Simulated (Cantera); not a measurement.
A closed system holds: 1 mol (CH3)2SiCl2, 360 mol H2, at 2250 °C and 0.900 Torr.

Equilibrium computed with Cantera from the NASA thermochemical tables; the gas is ideal and each condensed phase is pure. Candidate condensed phases: C, C6H6, C7H8, C8H18, Si, SiC; 109 gas species. The feed counts by its element totals alone. The numbers say what is thermodynamically allowed, not how fast it happens.

Question: What is the equilibrium state?

Answer: 
```
Quantity                                    Value
--------------------------------------  ---------
x(H)                                        0.540
x(H2)                                       0.452
x(HCl)                                    0.00217
x(Si)                                     0.00184
x(Cl)                                     0.00183
x(C2H2 (acetylene))                       0.00151
x(SiC2)                                  0.000143
x(C2H)                                   0.000136
x(C)                                     0.000101
gas amount                              500.8 mol
log10 activity of C(graphite) (absent)      -0.28
log10 activity of Si(l) (absent)            -3.41
```
